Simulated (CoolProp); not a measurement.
The numbers come from the reference Helmholtz-energy equation of state, Penoncello 2003 in CoolProp.

**Question.** For CHF3 (R23), give the phase and the isothermal compressibility (1/MPa), viscosity (µPa s) at 313.2 K and 12.1 MPa.

**Answer.** 
- 313.2 K and 12.1 MPa: supercritical; isothermal compressibility 0.0246, viscosity 71.7

Viscosity comes from a separate model (Shan 2000).
